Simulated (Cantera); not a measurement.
Silicon carbide growth: CH3SiH3 + C3H8 + H2

Charge: 1 mol CH3SiH3, 0.0035 mol C3H8, 6.1 mol H2, held at 1823.15 K.

Equilibrium computed with Cantera from the NASA thermochemical tables; the gas is ideal and each condensed phase is pure. Candidate condensed phases: C, C6H6, C7H8, C8H18, Si, SiC; 87 gas species. The feed counts by its element totals alone. Kinetics and transport are ignored.

```
P (Pa)   x H2       x H     x CH4  x C2H2 (acetylene)  n C(graphite)  n SiC(s)
------  -----  --------  --------  ------------------  -------------  --------
100     0.986    0.0136   6.93e-7            0.000209        0.00779     0.999
270     0.991   0.00831   1.89e-6            0.000210        0.00707     1.000
720     0.995   0.00510   5.08e-6            0.000210        0.00677     1.000
1900    0.997   0.00314   1.35e-5            0.000211        0.00659     1.000
5200    0.998   0.00190   3.69e-5            0.000211        0.00633     1.000
14000   0.999   0.00116   9.95e-5            0.000211        0.00573     1.000
37000   0.999  0.000713  0.000263            0.000211        0.00420     1.000
100000  0.999  0.000433  0.000711            0.000211              0     1.000
```
x: gas mole fraction; n: condensed amount in mol.

From 1.00 mbar to 0.370 bar the condensed part is C(graphite) + SiC(s). At 1.00 bar the condensed part is SiC(s). The main Si-bearing gas is Si at 1.00 mbar and SiH2 at 1.00 bar.
